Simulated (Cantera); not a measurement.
A closed system holds: 1 mol Al(CH3)3, 2.8 mol N2, 2.9 mol N2O, at 690 Torr.

Equilibrium computed with Cantera from the NASA thermochemical tables; the gas is ideal and each condensed phase is pure. Candidate condensed phases: Al, AlN, Al2O3, C, C6H6, C7H8, C8H18, H2O; 148 gas species. The feed counts by its element totals alone. Kinetics and transport are ignored. All values below are at 1275 K.

Base state: N2 0.492, H2 0.386, CO 0.120, CH4 0.00127, H2O 0.000497, CO2 9.32e-5, HCN 7.09e-5, NH3 2.12e-5 (mole fractions); condensed: Al2O3(s) + C(graphite).

Problem. What changes in the equilibrium state with this change: Al(CH3)3 replaced by Al?

Solution. 
```csv
species,before,after
N2,0.492,0.890
O2,<1e-9,0.109
NO,<1e-9,0.000257
H2,0.386,0
CO,0.120,0
CH4,0.00127,0
H2O,0.000497,0
CO2,9.32e-5,0
HCN,7.09e-5,0
"Al2O3(s), mol",0.500,0.500
"C(graphite), mol",1.59,0
```
